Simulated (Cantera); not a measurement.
Charge: 1 mol Pb, 3.6 mol CO, 0.44 mol N2, at 948.15 K and 1.88 Torr.

Equilibrium computed with Cantera from the NASA thermochemical tables; the gas is ideal and each condensed phase is pure. Candidate condensed phases: C, Pb, PbO, PbO2, Pb3O4; 27 gas species. Kinetics and transport are ignored.

Base state: CO 0.886, N2 0.109, CO2 0.00342, Pb 0.00192 (mole fractions); condensed: C(graphite) + Pb(l).

Q: What changes in the equilibrium state with this change: pressure from 1.88 Torr to 1 atm?

A: 
```json
[
 {"species": "CO", "before": "0.886", "after": "0.466"},
 {"species": "CO2", "before": "0.00342", "after": "0.384"},
 {"species": "N2", "before": "0.109", "after": "0.151"},
 {"species": "Pb", "before": "0.00192", "after": "4.74e-6"},
 {"species": "C(graphite), mol", "before": "0.0138", "after": "1.12"},
 {"species": "Pb(l), mol", "before": "0.992", "after": "1.000"}
]
```

Q: What changes in the equilibrium state with this change: Pb replaced by Fe(CO)5?

A: 
```
species            before    after
----------------  -------  -------
CO                  0.886    0.947
N2                  0.109   0.0489
CO2               0.00342  0.00392
Pb                0.00192        0
C(graphite), mol   0.0138   0.0353
Pb(l), mol          0.992        0
Fe(α), mol              0     1.00
```
Condensed phases not in the tables: cementite and carbon dissolved in iron. Further candidate phases: Fe, Fe(CO)5, FeO, Fe2O3, Fe3O4.
